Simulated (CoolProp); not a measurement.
Vapour-liquid equilibrium of fluoroethane (R161) (1) + R227EA (2) at 2.15 MPa; x and y are mole fractions of (1).

The numbers come from the multi-fluid Helmholtz-energy mixture model, Wu 2012 and Lemmon 2016; pair parameters Bell 2016 in CoolProp.

```tsv
x	bubble temperature (°C)	y at the bubble point	dew temperature at overall composition x (°C)	liquid density (mol/L)
0.05	86.7	0.052	86.7	6.192
0.2	85.1	0.224	85.5	6.923
0.35	81.8	0.408	83.0	7.757
0.5	77.2	0.587	[?]	8.710
0.65	71.8	[?]	75.2	9.790
0.8	66.4	0.871	69.5	11.02
0.95	61.2	0.971	[?]	12.43
```

Question: Complete the blanks.

Answer: 
- 0.5, dew temperature at overall composition x (°C): 79.6
- 0.65, y at the bubble point: 0.743
- 0.95, dew temperature at overall composition x (°C): 62.4

No azeotrope shows between x = 0.05 and 0.95.

Pair parameters are fitted to limited data, so mixtures are less certain than the pure fluids.
